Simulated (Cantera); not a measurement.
**Hydrocarbon pyrolysis for carbon deposition**

An isothermal, constant-pressure homogeneous reactor starts with C₂H₆ : N₂ = 1 : 37 (molar parts), at 1600 K and 100.0 Torr.

Cantera simulation using GRI-Mech 3.0 (53 species, 325 reactions); the numbers are that mechanism's predictions, not measurements. GRI-Mech 3.0 stops at C3 and has no aromatics, soot or wall deposition, so with more carbon than oxygen in the feed, carbon stays in small species such as C2H2 where larger ones or solid carbon would form.

| t (s) | x C₂H₆ | x CH₄ | x CH₂ | x C₂H | x C₂H₂ | x H₂ | x H |
|---|---|---|---|---|---|---|---|
| 0.000200 | 0.0158 | 0.00155 | 1.11e-5 | 3.73e-8 | 0.000356 | 0.00656 | 0.000219 |
| 0.000843 | 0.00125 | 0.00628 | 6.45e-6 | 2.97e-7 | 0.00825 | 0.0253 | 0.000271 |
| 0.00356 | 2.67e-5 | 0.00660 | 4.78e-7 | 1.32e-7 | 0.0179 | 0.0363 | 7.99e-5 |
| 0.0150 | 3.92e-6 | 0.00639 | 6.84e-8 | 5.59e-8 | 0.0212 | 0.0399 | 3.13e-5 |
| 0.0632 | 1.98e-6 | 0.00605 | 3.60e-8 | 4.27e-8 | 0.0220 | 0.0411 | 2.37e-5 |
| 0.267 | 1.38e-6 | 0.00499 | 3.08e-8 | 4.43e-8 | 0.0226 | 0.0427 | 2.50e-5 |
| 1.12 | 4.57e-7 | 0.00276 | 1.92e-8 | 4.88e-8 | 0.0236 | 0.0459 | 2.82e-5 |
| 4.74 | 5.01e-8 | 0.000872 | 6.98e-9 | 5.39e-8 | 0.0246 | 0.0487 | 3.18e-5 |
| 20.0 | 3.37e-9 | 0.000217 | 1.84e-9 | 5.59e-8 | 0.0249 | 0.0496 | 3.32e-5 |
x: mole fraction; the columns are a selection and need not sum to one.

Equilibrium at this temperature and pressure: C₂H₆ 1.18e-10, CH₄ 3.46e-5, CH₂ 2.95e-10, C₂H 1.28e-8, C₂H₂ 0.00570, H₂ 0.0499, H 3.35e-5 (gas phase only).
